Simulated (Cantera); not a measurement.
Charge: 1 mol PbS, 80 mol H2, 0.38 mol N2, at 923.15 K and 1 atm.

Equilibrium computed with Cantera from the NASA thermochemical tables; the gas is ideal and each condensed phase is pure. Candidate condensed phases: Pb, PbS, S; 18 gas species. Equilibrium is a limit: real reactors are often held back by kinetics, nucleation or transport.

Base state: H2 0.987, H2S 0.00817, N2 0.00469, NH3 6.87e-5 (mole fractions); condensed: Pb(l) + PbS(s).

Q: What changes in the equilibrium state with this change: pressure from 1 atm to 0.225 Torr?

A: 
| species | before | after |
|---|---|---|
| H2 | 0.987 | 0.979 |
| PbS | 9.61e-6 | 0.00813 |
| N2 | 0.00469 | 0.00467 |
| Pb | 2.51e-6 | 0.00415 |
| NH3 | 6.87e-5 | 2.00e-8 |
| H2S | 0.00817 | 0.00415 |
| Pb(l), mol | 0.657 | 0 |
| PbS(s), mol | 0.342 | 0 |
